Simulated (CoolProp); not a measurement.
Properties of R1336mzz(E) along the isobar 3.57 MPa.

Computed with CoolProp (reference Helmholtz-energy equation of state, Akasaka 2023).

| T (K) | phase | density (kg/m³) | cp (kJ/(kg K)) | isothermal compressibility (1/MPa) |
|---|---|---|---|---|
| 241.1 | liquid | 1487 | 1.185 | 0.001271 |
| 258 | liquid | 1446 | 1.195 | 0.001588 |
| 274.9 | liquid | 1403 | 1.206 | 0.002020 |
| 291.8 | liquid | 1358 | 1.221 | 0.002632 |
| 308.7 | liquid | 1309 | 1.239 | 0.003534 |
| 325.6 | liquid | 1255 | 1.262 | 0.004938 |
| 342.4 | liquid | 1196 | 1.293 | 0.007264 |
| 359.3 | liquid | 1128 | 1.337 | 0.01156 |
| 376.2 | liquid | 1045 | 1.408 | 0.02075 |
| 393.1 | liquid | 935.9 | 1.559 | 0.04719 |
| 410 | supercritical | 741.0 | 2.456 | 0.2774 |
